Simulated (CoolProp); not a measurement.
Vapour-liquid equilibrium of carbon dioxide (1) + R227EA (2) at 245.7 K; x and y are mole fractions of (1).

Model: multi-fluid Helmholtz-energy mixture model, Span 1996 and Lemmon 2016; pair parameters Bell 2016, in CoolProp.

```json
[
 {"x": "0.05", "bubble pressure, mixture model (MPa)": "0.1269", "bubble pressure, Raoult's law (MPa)": "0.1357", "y, mixture model": "0.530", "y, Raoult's law": "0.572"},
 {"x": "0.15", "bubble pressure, mixture model (MPa)": "0.2628", "bubble pressure, Raoult's law (MPa)": "0.2850", "y, mixture model": "0.787", "y, Raoult's law": "0.818"},
 {"x": "0.25", "bubble pressure, mixture model (MPa)": "0.4013", "bubble pressure, Raoult's law (MPa)": "0.4343", "y, mixture model": "0.870", "y, Raoult's law": "0.895"},
 {"x": "0.35", "bubble pressure, mixture model (MPa)": "0.5402", "bubble pressure, Raoult's law (MPa)": "0.5836", "y, mixture model": "0.912", "y, Raoult's law": "0.932"},
 {"x": "0.45", "bubble pressure, mixture model (MPa)": "0.6795", "bubble pressure, Raoult's law (MPa)": "0.7329", "y, mixture model": "0.937", "y, Raoult's law": "0.954"},
 {"x": "0.55", "bubble pressure, mixture model (MPa)": "0.8208", "bubble pressure, Raoult's law (MPa)": "0.8822", "y, mixture model": "0.954", "y, Raoult's law": "0.969"},
 {"x": "0.65", "bubble pressure, mixture model (MPa)": "0.9670", "bubble pressure, Raoult's law (MPa)": "1.031", "y, mixture model": "0.968", "y, Raoult's law": "0.979"},
 {"x": "0.75", "bubble pressure, mixture model (MPa)": "1.121", "bubble pressure, Raoult's law (MPa)": "1.181", "y, mixture model": "0.979", "y, Raoult's law": "0.987"},
 {"x": "0.85", "bubble pressure, mixture model (MPa)": "1.287", "bubble pressure, Raoult's law (MPa)": "1.330", "y, mixture model": "0.988", "y, Raoult's law": "0.993"},
 {"x": "0.95", "bubble pressure, mixture model (MPa)": "1.463", "bubble pressure, Raoult's law (MPa)": "1.479", "y, mixture model": "0.996", "y, Raoult's law": "0.998"}
]
```

The largest gap from Raoult's law is -7.8 % in bubble pressure, at x = 0.15. No azeotrope shows between x = 0.05 and 0.95.

Pair parameters are fitted to limited data, so mixtures are less certain than the pure fluids.
